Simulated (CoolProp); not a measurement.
Vapour-liquid equilibrium of CH2F2 (R32) (1) + R125 (2) at 283.7 K; x and y are mole fractions of (1).

Model: multi-fluid Helmholtz-energy mixture model, Tillner-Roth 1997 and Lemmon 2005; pair parameters Lemmon 2004, in CoolProp.

| x | bubble pressure (MPa) | y at the bubble point | dew pressure at overall composition x (MPa) | liquid density (mol/L) |
|---|---|---|---|---|
| 0.05 | 0.9406 | 0.063 | 0.9370 | 10.82 |
| 0.15 | 0.9739 | 0.183 | 0.9646 | 11.36 |
| 0.25 | 1.005 | 0.295 | 0.9926 | 11.95 |
| 0.35 | 1.034 | 0.398 | 1.021 | 12.59 |
| 0.45 | 1.059 | 0.495 | 1.047 | 13.31 |
| 0.55 | 1.081 | 0.588 | 1.072 | 14.12 |
| 0.65 | 1.099 | 0.677 | 1.094 | 15.03 |
| 0.75 | 1.113 | 0.766 | 1.111 | 16.08 |
| 0.85 | 1.122 | 0.856 | 1.122 | 17.30 |
| 0.95 | 1.126 | 0.950 | 1.126 | 18.74 |

No azeotrope shows between x = 0.05 and 0.95.

Pair parameters are fitted to limited data, so mixtures are less certain than the pure fluids.
